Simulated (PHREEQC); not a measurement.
# Copper plating or etch bath: an equilibrium model

A solution holds 0.018 mol Cu(NO3)2, 0.00012 mol HCl and 0.0011 mol NaCl per kg of water, at 25 °C. It is in equilibrium with CO2 at log p = -2 (atm). Otherwise closed; pH follows from the charge balance.

Equilibrium calculation in PHREEQC: ion-association model, wateq4f.dat.

No solid was allowed to form.

Task: Predict the pH.

Result: pH 3.95.

Task: In which forms is C present?

Result: CO2 97 %, CuHCO3+ 2.0 % of the C.
